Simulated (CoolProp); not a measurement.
Vapour-liquid equilibrium of R143a (1) + R236FA (2) at 0.0562 MPa; x and y are mole fractions of (1).

Model: multi-fluid Helmholtz-energy mixture model, Lemmon and Jacobsen 2000 and Pan 2012; pair parameters Bell 2016, in CoolProp.

```
x     bubble temperature (K)  y at the bubble point  dew temperature at overall composition x (K)  liquid density (mol/L)
----  ----------------------  ---------------------  --------------------------------------------  ----------------------
0.05                       …                  0.239                                         257.4                   10.00
0.2                    241.9                  0.647                                         254.4                   10.66
0.35                       …                  0.824                                         251.0                       …
0.5                    227.1                      …                                         246.9                   11.94
0.65                   222.2                  0.955                                         241.8                   12.60
0.8                    218.3                  0.980                                         234.8                       …
0.95                   215.1                  0.996                                         222.7                   14.00
```

Task: Fill in the missing entries.

Result: 
- 0.05, bubble temperature (K): 253.6
- 0.35, bubble temperature (K): 233.4
- 0.35, liquid density (mol/L): 11.30
- 0.5, y at the bubble point: 0.909
- 0.8, liquid density (mol/L): 13.29

No azeotrope shows between x = 0.05 and 0.95.

The pair parameters rest on a limited set of measurements; away from them the model extrapolates.
